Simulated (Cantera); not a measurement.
# Hydrocarbon pyrolysis for carbon deposition

A perfectly stirred reactor is fed with C2H6 : N2 = 1 : 1.1 (molar parts), at 0.365 atm; it is held at 1400 K, and followed from long to short residence time.

Model: GRI-Mech 3.0 (53 species, 325 reactions), integrated in Cantera. GRI-Mech 3.0 stops at C3 and has no aromatics, soot or wall deposition, so with more carbon than oxygen in the feed, carbon stays in small species such as C2H2 where larger ones or solid carbon would form.

```json
[
 {"τ (s)": "0.52", "x C2H6": "0.00124", "x CH2": "3.47e-9", "x H2": "0.383", "x C2H2": "0.195", "x C2H4": "0.0343"},
 {"τ (s)": "0.34", "x C2H6": "0.00166", "x CH2": "4.52e-9", "x H2": "0.381", "x C2H2": "0.193", "x C2H4": "0.0377"},
 {"τ (s)": "0.23", "x C2H6": "0.00219", "x CH2": "5.78e-9", "x H2": "0.377", "x C2H2": "0.189", "x C2H4": "0.0417"},
 {"τ (s)": "0.15", "x C2H6": "0.00299", "x CH2": "7.58e-9", "x H2": "0.372", "x C2H2": "0.184", "x C2H4": "0.0473"},
 {"τ (s)": "0.10", "x C2H6": "0.00406", "x CH2": "9.81e-9", "x H2": "0.366", "x C2H2": "0.178", "x C2H4": "0.0542"},
 {"τ (s)": "0.068", "x C2H6": "0.00548", "x CH2": "1.26e-8", "x H2": "0.358", "x C2H2": "0.170", "x C2H4": "0.0624"},
 {"τ (s)": "0.046", "x C2H6": "0.00748", "x CH2": "1.62e-8", "x H2": "0.348", "x C2H2": "0.161", "x C2H4": "0.0727"},
 {"τ (s)": "0.030", "x C2H6": "0.0106", "x CH2": "2.13e-8", "x H2": "0.335", "x C2H2": "0.148", "x C2H4": "0.0862"},
 {"τ (s)": "0.020", "x C2H6": "0.0149", "x CH2": "2.77e-8", "x H2": "0.321", "x C2H2": "0.134", "x C2H4": "0.101"},
 {"τ (s)": "0.014", "x C2H6": "0.0202", "x CH2": "3.50e-8", "x H2": "0.307", "x C2H2": "0.120", "x C2H4": "0.115"},
 {"τ (s)": "0.0090", "x C2H6": "0.0297", "x CH2": "4.65e-8", "x H2": "0.287", "x C2H2": "0.102", "x C2H4": "0.133"}
]
```
x: mole fraction; the columns are a selection and need not sum to one.
